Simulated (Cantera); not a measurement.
Cantera run, input and output.

```python
import numpy as np
import cantera as ct

surf = ct.Interface("diamond.yaml", "diamond_100")
gas, bulk = surf.adjacent["gas"], surf.adjacent["diamond"]
k = surf.kinetics_species_index(bulk.species_names[0])
cover = ["c6HH", "c6H*", "c6*H", "c6**", "c6HM", "c6B"]

rows, drift = [], 0.0
print(f"{'T':>10s}{'um/h':>11s}" + "".join(f"{s:>11s}" for s in cover))
for v in [900, 975, 1050, 1125, 1200, 1275, 1350]:
    T, P, xH, xCH3 = v, 6200, 0.00035, 0.0012
    gas.TPX = T, P, {"H": xH, "CH3": xCH3, "CH4": 0.0032, "H2": 1 - xH - xCH3 - 0.0032}
    surf.TP = bulk.TP = T, P
    surf.coverages = "c6H*:0.1, c6HH:0.9"
    surf.advance_coverages(100.0)
    before = surf.coverages
    surf.advance_coverages(100.0)
    drift = max(drift, np.max(np.abs(surf.coverages - before) / (surf.coverages + 1e-9)))
    rate = surf.net_production_rates[k] * bulk.mean_molecular_weight / bulk.density * 3.6e9
    rows.append([rate, *surf[cover].coverages])
    print(f"{v:10.4g}{rate:11.4e}" + "".join(f"{x:11.3e}" for x in rows[-1][1:]))
```

It prints:

```
         T       um/h       c6HH       c6H*       c6*H       c6**       c6HM        c6B
       900 4.7950e+00  1.824e-01  2.576e-03  7.211e-02  5.581e-04  5.973e-01  1.301e-08
       975 8.0635e+00  2.307e-01  5.495e-03  1.209e-01  1.367e-03  4.804e-01  2.188e-08
      1050 9.1862e+00  3.429e-01  1.278e-02  2.289e-01  3.510e-03  2.843e-01  2.493e-08
      1125 5.6978e+00  4.585e-01  2.435e-02  3.646e-01  7.067e-03  8.798e-02  1.546e-08
      1200 3.2975e+00  4.882e-01  3.323e-02  4.254e-01  9.813e-03  1.822e-02  8.948e-09
      1275 2.6317e+00  4.922e-01  3.926e-02  4.377e-01  1.165e-02  3.632e-03  7.141e-09
      1350 1.7630e+00  5.025e-01  4.375e-02  4.315e-01  1.322e-02  7.638e-04  4.784e-09
```

Computed with Cantera and the Harris–Goodwin 1993 mechanism for the reconstructed diamond (100) surface.
